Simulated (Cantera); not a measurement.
Charge: 1 mol SiCl4, 2.7 mol HCl, 170 mol H2, equilibrated at 1098 K and 40.0 mbar.

Equilibrium computed with Cantera from the NASA thermochemical tables; the gas is ideal and each condensed phase is pure. Candidate condensed phases: Si; 19 gas species. The tables' values for SiCl3 are old estimates; treat these amounts as uncertain. Equilibrium is a limit: real reactors are often held back by kinetics, nucleation or transport.

Base state: H2 0.973, HCl 0.0219, SiCl4 0.00222, SiHCl3 0.00143, SiCl2 0.00100, SiCl3 0.000398, SiH2Cl2 0.000111 (mole fractions); condensed: Si(s).

**Question.** What changes in the equilibrium state with this change: temperature from 1098 K to 1748 K?

**Answer.** 
| species | before | after |
|---|---|---|
| H2 | 0.973 | 0.964 |
| HCl | 0.0219 | 0.0314 |
| SiCl2 | 0.00100 | 0.00341 |
| Si | <1e-9 | 3.64e-5 |
| SiCl | <1e-9 | 2.77e-5 |
| Si(s), mol | 0.101 | 0 |
| Si(l), mol | 0 | 0.385 |
The tables' values for SiCl, SiCl3 are old estimates; treat these amounts as uncertain. Gases not in the tables: Si2H6 and higher silanes.

**Question.** What changes in the equilibrium state with this change: pressure from 40.0 mbar to 81.0 mbar?

**Answer.** 
| species | before | after |
|---|---|---|
| H2 | 0.973 | 0.975 |
| HCl | 0.0219 | 0.0196 |
| SiCl4 | 0.00222 | 0.00260 |
| SiHCl3 | 0.00143 | 0.00189 |
| SiH2Cl2 | 0.000111 | 0.000163 |
| SiCl2 | 0.00100 | 0.000728 |
| SiCl3 | 0.000398 | 0.000367 |
| Si(s), mol | 0.101 | 0 |
